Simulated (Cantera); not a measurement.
Charge: 1 mol Al2O3, 790 mol H2, 0.54 mol N2, equilibrated at 1325 °C and 0.133 bar.

Equilibrium computed with Cantera from the NASA thermochemical tables; the gas is ideal and each condensed phase is pure. Candidate condensed phases: Al, AlN, Al2O3, H2O; 35 gas species. Equilibrium is a limit: real reactors are often held back by kinetics, nucleation or transport.

Base state: H2 0.999, N2 0.000683, H 0.000146 (mole fractions); condensed: Al2O3(s).

Task: What changes in the equilibrium state with this change: temperature from 1325 °C to 1927 °C?

Result: 
```json
[
 {"species": "H2", "before": "0.999", "after": "0.982"},
 {"species": "H", "before": "0.000146", "after": "0.0153"},
 {"species": "H2O", "before": "2.01e-6", "after": "0.00118"},
 {"species": "Al", "before": "9.00e-7", "after": "0.000462"},
 {"species": "Al2O", "before": "1.11e-7", "after": "0.000201"},
 {"species": "AlOH", "before": "5.56e-8", "after": "7.05e-5"},
 {"species": "AlH", "before": "2.77e-7", "after": "3.14e-5"},
 {"species": "N2", "before": "0.000683", "after": "0.000677"},
 {"species": "Al2O3(s), mol", "before": "0.999", "after": "0.614"}
]
```
The tables' values for AlOH are old estimates; treat these amounts as uncertain.
